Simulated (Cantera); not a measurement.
An isothermal, constant-pressure homogeneous reactor starts with 92.3 % N2O, 7.75 % H2O, at 1425 K and 0.138 atm.

Cantera simulation using GRI-Mech 3.0 (53 species, 325 reactions); the numbers are that mechanism's predictions, not measurements. GRI-Mech 3.0 was tuned for natural gas; its chemistry of N2O as a main component is partial and can be far from experiment. The temperature is held fixed by assumption; the heat of reaction is taken as removed at once.

Task: Predict: x(N2O) at 60.0 s; x(H2O) at 60.0 s; x(NO) at 60.0 s; x(NO2) at 60.0 s; x(O2) at 60.0 s; x(HO2) at 60.0 s; x(H) at 60.0 s.

Result: 
- x(N2O) at 60.0 s = 2.08e-6 (gas-phase equilibrium 1.93e-8)
- x(H2O) at 60.0 s = 0.0530 (gas-phase equilibrium 0.0530)
- x(NO) at 60.0 s = 0.0966 (gas-phase equilibrium 0.000916)
- x(NO2) at 60.0 s = 0.000277 (gas-phase equilibrium 2.85e-6)
- x(O2) at 60.0 s = 0.267 (gas-phase equilibrium 0.315)
- x(HO2) at 60.0 s = 5.90e-8 (gas-phase equilibrium 6.67e-8)
- x(H) at 60.0 s = 7.85e-9 (gas-phase equilibrium 7.51e-9)
